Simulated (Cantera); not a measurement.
An isothermal, constant-pressure homogeneous reactor starts with 1.36 % H2, 90.7 % O2, 7.98 % H2O, at 1123 K and 23.3 Torr.

Computed with Cantera and the H2/O2 subset of GRI-Mech 3.0, which has no nitrogen chemistry. Radical loss at walls, strong at low pressure, is not modelled.

x: mole fraction; the columns are a selection and need not sum to one.

```
t (s)         x H2   x O2       x O       x H      x OH
--------  --------  -----  --------  --------  --------
0.000900    0.0136  0.907   6.28e-8   1.21e-8   4.35e-8
0.00260     0.0134  0.906  0.000136   2.64e-5   9.27e-5
0.00749   0.000305  0.901   0.00425  0.000651   0.00139
0.0216     5.93e-5  0.905  0.000855   5.77e-5  0.000614
0.0624     8.69e-6  0.906  0.000131   3.49e-6  0.000242
0.180          ___  0.906       ___       ___       ___
0.520          ___  0.906       ___       ___       ___
1.50       7.16e-8  0.906   1.28e-6   3.34e-9   2.39e-5
4.33       2.04e-8  0.906   3.72e-7  5.27e-10   1.29e-5
12.5       6.40e-9  0.906   1.18e-7  9.45e-11   7.28e-6
36.0       2.33e-9  0.906   4.33e-8  2.10e-11   4.40e-6
104        1.36e-9  0.906   2.52e-8  9.45e-12   3.35e-6
300        1.30e-9  0.906   2.39e-8  8.77e-12   3.27e-6
```

Fill in the missing entries.


- 0.180, x H2: 1.40e-6
- 0.180, x O: 2.27e-5
- 0.180, x H: 2.51e-7
- 0.180, x OH: 0.000101
- 0.520, x H2: 2.87e-7
- 0.520, x O: 4.92e-6
- 0.520, x H: 2.53e-8
- 0.520, x OH: 4.70e-5
